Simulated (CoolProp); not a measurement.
Vapour-liquid equilibrium of benzene (1) + ethylbenzene (2) at 401.7 K; x and y are mole fractions of (1).

Model: multi-fluid Helmholtz-energy mixture model, Thol 2012 and Zhou 2012; pair parameters Bell 2016, in CoolProp.

Question: Give the bubble pressure and the first vapour's composition at x = 0.15, 0.45, 0.55. Is there an azeotrope?

Answer: x = 0.15: 117.0 kPa, y = 0.394; x = 0.45: 196.0 kPa, y = 0.764; x = 0.55: 225.2 kPa, y = 0.832. No azeotrope shows between x = 0.05 and 0.95.

The pair parameters rest on a limited set of measurements; away from them the model extrapolates.
